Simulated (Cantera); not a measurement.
Cantera run, input and output.

```python
import numpy as np
import cantera as ct

gas = ct.Solution("gri30.yaml")
gas.TPX = 1825, 100000, {'NO': 1, 'N2': 8.1}
reactor = ct.IdealGasConstPressureReactor(gas, energy="off", clone=False)
net = ct.ReactorNet([reactor])
net.rtol, net.atol = 1e-08, 1e-18
show = ['NO', 'N2', 'O2', 'NO2', 'N2O', 'O']
times = np.geomspace(3e-06, 4, 13)

steps = ct.SolutionArray(gas, extra=["t"])
rows = []
print(f"{'t/s':>10s}{'T/K':>9s}{'P/Pa':>11s}" + "".join(f"{s:>11s}" for s in show))
for t in times:
    while net.time < t:
        t_next = net.step()
        steps.append(gas.state, t=t_next)
    rows.append([np.interp(t, steps.t, y) for y in (steps.T, steps.P, *steps(*show).X.T)])
    print(f"{t:10.3e}{rows[-1][0]:9.1f}{rows[-1][1]:11.4g}" + "".join(f"{x:11.3e}" for x in rows[-1][2:]))
rate = np.gradient(steps.T, steps.t)
print("integrator steps:", len(steps.t))
if steps.T.max() > steps.T[0] + 200:
    print(f"time of steepest temperature rise: {steps.t[rate.argmax()]:.4e} s")
gas.TPX = 1825, 100000, {'NO': 1, 'N2': 8.1}
gas.equilibrate("TP")
print(f"equilibrium (TP): T = {gas.T:.1f} K  " + "  ".join(f"{s} {gas[s].X[0]:.3e}" for s in show))
```

It prints:

```
       t/s      T/K       P/Pa         NO         N2         O2        NO2        N2O          O
 3.000e-06   1825.0      1e+05  1.099e-01  8.901e-01  1.041e-12  2.006e-10  1.045e-08  1.027e-08
 9.717e-06   1825.0      1e+05  1.099e-01  8.901e-01  1.048e-11  2.004e-09  3.376e-08  3.197e-08
 3.147e-05   1825.0      1e+05  1.099e-01  8.901e-01  1.017e-10  1.888e-08  1.086e-07  9.196e-08
 1.019e-04   1825.0      1e+05  1.099e-01  8.901e-01  8.837e-10  1.463e-07  3.436e-07  2.206e-07
 3.302e-04   1825.0      1e+05  1.099e-01  8.901e-01  7.253e-09  8.002e-07  1.034e-06  4.654e-07
 1.069e-03   1825.0      1e+05  1.099e-01  8.901e-01  8.861e-08  3.451e-06  2.671e-06  1.250e-06
 3.464e-03   1825.0      1e+05  1.099e-01  8.901e-01  2.002e-06  1.255e-05  4.725e-06  3.751e-06
 1.122e-02   1825.0      1e+05  1.098e-01  8.902e-01  2.611e-05  2.094e-05  5.235e-06  5.957e-06
 3.634e-02   1825.0      1e+05  1.096e-01  8.903e-01  1.226e-04  2.183e-05  5.219e-06  6.206e-06
 1.177e-01   1825.0      1e+05  1.090e-01  8.906e-01  4.356e-04  2.381e-05  5.158e-06  6.777e-06
 3.813e-01   1825.0      1e+05  1.069e-01  8.916e-01  1.445e-03  2.904e-05  4.966e-06  8.353e-06
 1.235e+00   1825.0      1e+05  1.006e-01  8.948e-01  4.621e-03  3.973e-05  4.392e-06  1.201e-05
 4.000e+00   1825.0      1e+05  8.262e-02  9.037e-01  1.357e-02  5.159e-05  2.987e-06  1.880e-05
integrator steps: 656
equilibrium (TP): T = 1825.0 K  NO 2.511e-03  N2 9.438e-01  O2 5.367e-02  NO2 3.019e-06  N2O 1.574e-07  O 3.581e-05
```

Computed with Cantera and GRI-Mech 3.0 (53 species, 325 reactions).
